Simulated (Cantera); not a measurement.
A Cantera script and what it prints.

```python
import numpy as np
import cantera as ct

gas_names = """
    C CH CH2 CH3 CH2OH CH3O CH4 CH3OH CO CO2 COOH C2 C2H CHCO,ketyl C2H2,acetylene C2H2,vinylidene
    CH2CO,ketene C2H3,vinyl CH3CO,acetyl C2H4 C2H4O,ethylen CH3CHO,ethanal CH3COOH (HCOOH)2 C2H5 C2H6
    CH3OCH3 C2H5OH C2O C3 C3H3,propargyl C3H4,allene C3H4,propyne C3H4,cyclo- C3H5,allyl C3H6,propylene
    C3H6,cyclo- C3H6O C3H7,n-propyl C3H7,i-propyl C3H8 C3H8O,1propanol C3H8O,2propanol C3O2 C4 C4H2
    C4H4,1,3-cyclo- C4H6,butadiene C4H6,2-butyne C4H6,cyclo- C4H8,1-butene C4H8,cis2-buten
    C4H8,tr2-butene C4H8,isobutene C4H8,cyclo- (CH3COOH)2 C4H9,n-butyl C4H9,i-butyl C4H9,s-butyl
    C4H9,t-butyl C4H10,isobutane C4H10,n-butane C5 C5H6,1,3cyclo- C5H8,cyclo- C5H10,1-pentene
    C5H10,cyclo- C5H11,pentyl C5H11,t-pentyl C5H12,n-pentane C5H12,i-pentane CH3C(CH3)2CH3 C6H2
    C6H5,phenyl C6H5O,phenoxy C6H6 C6H5OH,phenol C6H10,cyclo- C6H12,1-hexene C6H12,cyclo- C6H13,n-hexyl
    C7H7,benzyl C7H8 C7H8O,cresol C7H14,1-heptene C7H15,n-heptyl C7H16,n-heptane C8H8,styrene
    C8H10,ethylbenz C8H16,1-octene C8H17,n-octyl C8H18,isooctane C8H18,n-octane C9H19,n-nonyl
    C10H8,naphthale C10H21,n-decyl C12H9,o-bipheny C12H10,bipheny H HCO HO2 H2 HCHO,formaldehy HCOOH H2O
    H2O2 O OH O2 O3 Pb PbO Pb2
""".split()
cond_names = """
    C(gr) C6H6(L) C7H8(L) C8H18(L),n-octa H2O(s) H2O(L) Pb(cr) Pb(L) PbO(rd) PbO(yw) PbO(L) PbO2(s)
    Pb3O4(s)
""".split()


def load(file, names, dense=False):
    # The tables refer to 1 bar. Condensed volumes are neglected.
    table = {s.name: s for s in ct.Species.list_from_file(file)}
    out = []
    for n in names:
        d = dict(table[n].input_data)
        d["thermo"] = dict(d["thermo"], **{"reference-pressure": 1e5})
        if dense:
            d["equation-of-state"] = {"model": "constant-volume", "density": "1e6 g/cm^3"}
        out.append(ct.Species.from_dict(d))
    return out


gas = ct.Solution(thermo="ideal-gas", species=load("nasa_gas.yaml", gas_names))
cond = {s.name: ct.Solution(thermo="fixed-stoichiometry", species=[s], name=s.name)
        for s in load("nasa_condensed.yaml", cond_names, dense=True)}
atoms = {
    'PbO': {'Pb': 1, 'O': 1},
    'CO': {'C': 1, 'O': 1},
    'H2': {'H': 2},
}
top_T = {'C(gr)': 4500, 'Pb3O4(s)': 820}  # K; cautious upper limits of use, not melting points


def equilibrate(T, P, feed):
    n = {}
    for name, mol in feed.items():
        for a, k in atoms[name].items():
            n[a] = n.get(a, 0.0) + k * mol
    gas.TPX = T, P, n
    mass = sum(n.values()) * gas.mean_molecular_weight
    gas.equilibrate("TP")
    valid = [c for c in cond.values() if c.min_temp <= T <= top_T.get(c.name, c.max_temp)]
    mix = ct.Mixture([(gas, mass / gas.mean_molecular_weight)] + [(c, 0.0) for c in valid])
    mix.T, mix.P = T, P
    mix.equilibrate("TP", solver="vcs", rtol=1e-11, max_steps=5000)
    return mix


results = []
feed = {'PbO': 1, 'CO': 3.1, 'H2': 0.32}  # mol
P = 2500  # Pa
for T in [1023, 1073, 1123, 1173, 1223, 1273, 1323, 1373, 1423, 1473, 1523, 1573]:
    mix = equilibrate(T, P, feed)
    results.append((T, P, feed, dict(zip(mix.species_names, mix.species_moles))))

top = {s: max(r[3][s] / sum(r[3][g] for g in gas_names) for r in results) for s in gas_names}
cols = sorted((s for s in top if top[s] > 1e-06), key=lambda s: -top[s])[:5]
seen = [c for c in cond_names if any(r[3].get(c, 0) > 1e-12 for r in results)]
print("log10 of partial pressures in bar; condensed amounts in mol")
print(f"{'T/K':>10s}" + "".join(f"{s[:9]:>10s}" for s in cols + seen))
for T, P, feed, n in results:
    ng = sum(n[g] for g in gas_names)
    print(f"{T:10.4g}" + "".join(f"{np.log10(max(n[s] / ng * P / 1e5, 1e-99)):10.3f}" for s in cols)
          + "".join(f"{n.get(c, 0):10.4g}" for c in seen))
```

It prints:

```
log10 of partial pressures in bar; condensed amounts in mol
       T/K        CO       CO2        Pb        H2       H2O     Pb(L)
      1023    -1.798    -2.172    -4.574    -2.753    -3.243    0.9963
      1073    -1.797    -2.178    -4.136    -2.773    -3.189      0.99
      1123    -1.797    -2.185    -3.738    -2.795    -3.144    0.9748
      1173    -1.799    -2.193    -3.375    -2.818    -3.108    0.9413
      1223    -1.806    -2.206    -3.042    -2.846    -3.082    0.8712
      1273    -1.822    -2.228    -2.736    -2.882    -3.069    0.7289
      1323    -1.853    -2.264    -2.454    -2.932    -3.075    0.4401
      1373    -1.897    -2.314    -2.248    -2.995    -3.098         0
      1423    -1.896    -2.317    -2.248    -3.012    -3.078         0
      1473    -1.894    -2.320    -2.248    -3.028    -3.060         0
      1523    -1.893    -2.323    -2.248    -3.043    -3.044         0
      1573    -1.892    -2.326    -2.248    -3.057    -3.030         0
```

Method: chemical equilibrium by Gibbs-energy minimisation in Cantera with the NASA 1993 tables (ideal gas, pure condensed phases).
